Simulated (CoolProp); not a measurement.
Vapour-liquid equilibrium of toluene (1) + n-octane (2) at 430.7 K; x and y are mole fractions of (1).

Model: multi-fluid Helmholtz-energy mixture model, Lemmon 2006 and Beckmüller 2019; pair parameters Bell 2016, in CoolProp.

```
x      bubble pressure (kPa)  y at the bubble point  dew pressure at overall composition x (kPa)  liquid density (mol/L)
-----  ---------------------  ---------------------  -------------------------------------------  ----------------------
0.05                   235.8                  0.079                                        232.7                   5.165
0.125                  247.5                  0.186                                        240.7                   5.312
0.2                    258.4                  0.281                                        249.0                   5.467
0.275                  268.4                  0.366                                        257.7                   5.631
0.35                   277.7                  0.444                                        266.5                   5.806
0.425                  286.1                  0.516                                        275.4                   5.991
0.5                    293.8                  0.582                                        284.3                   6.188
0.575                  300.7                  0.646                                        293.0                   6.399
0.65                   306.9                  0.707                                        301.1                   6.624
0.725                  312.3                  0.768                                        308.5                   6.864
0.8                    317.0                  0.828                                        314.9                   7.122
0.875                  321.0                  0.890                                        320.1                   7.398
0.95                   324.1                  0.955                                        323.9                   7.695
```

No azeotrope shows between x = 0.05 and 0.95.

The pair parameters rest on a limited set of measurements; away from them the model extrapolates.
